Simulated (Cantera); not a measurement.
# Hydrocarbon pyrolysis for carbon deposition

An isothermal, constant-pressure homogeneous reactor starts with C₂H₆ : H₂ : H₂O = 1 : 1.1 : 0.14 (molar parts), at 1925 K and 101000 Pa.

Model: GRI-Mech 3.0 (53 species, 325 reactions), integrated in Cantera. GRI-Mech 3.0 stops at C3 and has no aromatics, soot or wall deposition, so with more carbon than oxygen in the feed, carbon stays in small species such as C2H2 where larger ones or solid carbon would form.

| t (s) | x C₂H₆ | x H₂ | x CH₃ | x CH₂ | x C₂H |
|---|---|---|---|---|---|
| 3.00e-5 | 0.000715 | 0.546 | 0.00510 | 5.08e-6 | 2.33e-6 |
| 7.08e-5 | 0.000368 | 0.567 | 0.00382 | 3.35e-6 | 2.27e-6 |
| 0.000167 | 0.000300 | 0.590 | 0.00351 | 3.22e-6 | 2.63e-6 |
| 0.000395 | 0.000203 | 0.617 | 0.00291 | 2.84e-6 | 2.86e-6 |
| 0.000931 | 0.000101 | 0.652 | 0.00208 | 2.24e-6 | 3.09e-6 |
| 0.00220 | 3.62e-5 | 0.686 | 0.00125 | 1.58e-6 | 3.34e-6 |
| 0.00519 | 1.04e-5 | 0.710 | 0.000674 | 1.03e-6 | 3.51e-6 |
| 0.0122 | 3.47e-6 | 0.726 | 0.000379 | 6.63e-7 | 3.55e-6 |
| 0.0289 | 1.79e-6 | 0.737 | 0.000260 | 4.43e-7 | 3.46e-6 |
| 0.0682 | 1.12e-6 | 0.746 | 0.000192 | 2.86e-7 | 3.35e-6 |
| 0.161 | 8.88e-7 | 0.749 | 0.000162 | 2.22e-7 | 3.31e-6 |
| 0.380 | 8.74e-7 | 0.749 | 0.000160 | 2.18e-7 | 3.31e-6 |
| 0.897 | 8.74e-7 | 0.749 | 0.000160 | 2.18e-7 | 3.31e-6 |
| 2.12 | 8.74e-7 | 0.749 | 0.000160 | 2.18e-7 | 3.31e-6 |
| 5.00 | 8.74e-7 | 0.749 | 0.000160 | 2.18e-7 | 3.31e-6 |
x: mole fraction; the columns are a selection and need not sum to one.

Equilibrium at this temperature and pressure: C₂H₆ 8.74e-7, H₂ 0.749, CH₃ 0.000160, CH₂ 2.18e-7, C₂H 3.31e-6 (gas phase only).
